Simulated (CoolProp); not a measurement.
Computed with CoolProp (reference Helmholtz-energy equation of state, Lemmon 2006). It is a short technical equation, of lower accuracy than the large ones.

**Question.** For isopentane, give the phase and the conductivity (mW/(m K)) at 285.3 K and 33.2 kPa.

**Answer.** 
- 285.3 K and 33.2 kPa: gas; conductivity 13.1

Thermal conductivity comes from a separate model (Vassiliou 2015).
